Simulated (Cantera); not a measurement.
Feed: 1 mol B, 4.5 mol O2, held at 1477 °C and 1.00 bar.

These are equilibrium values from Cantera (NASA tables, ideal gas, pure condensed phases), not measurements of a reactor. Candidate condensed phases: B, B2O3; 10 gas species. The numbers say what is thermodynamically allowed, not how fast it happens.

Base state: O2 0.998, B2O3 0.00167, BO2 0.000455, O 7.47e-5 (mole fractions); condensed: B2O3(l).

### Question
What changes in the equilibrium state with this change: temperature from 1477 °C to 1800 °C?

### Answer
```json
[
 {"species": "O2", "before": "0.998", "after": "0.895"},
 {"species": "B2O3", "before": "0.00167", "after": "0.0899"},
 {"species": "BO2", "before": "0.000455", "after": "0.0139"},
 {"species": "O", "before": "7.47e-5", "after": "0.00109"},
 {"species": "B2O3(l), mol", "before": "0.493", "after": "0.0962"}
]
```
